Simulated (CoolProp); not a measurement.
R141b along the isotherm 500 K: Z from the reference equation and from simpler models built on Tc = 477.5 K, pc = 42.12 bar, ω = 0.220; each cubic takes its own stable root.

Computed with CoolProp (reference Helmholtz-energy equation of state, Lemmon 2006). It is a short technical equation, of lower accuracy than the large ones.

```tsv
p (bar)	phase	reference
0.2	gas	0.9987
0.311	gas	0.9979
0.484	gas	0.9968
0.754	gas	0.9950
1.17	gas	0.9922
1.83	gas	0.9878
2.85	gas	0.9809
4.43	gas	0.9700
6.9	gas	0.9526
10.7	gas	0.9248
16.7	gas	0.8780
26.1	gas	0.7954
40.6	gas	0.6314
63.2	supercritical	0.3069
```

Problem. How far does each simpler model (van der Waals, Peng-Robinson) lie from the reference over these 14 states: mean and median of the absolute difference, and the worst?

Solution. 
- van der Waals: mean 1.9 %, median 0.1 %, worst +22.2 % at 500 K and 63.2 bar
- Peng-Robinson: mean 1.5 %, median 0.4 %, worst +9.7 % at 500 K and 63.2 bar
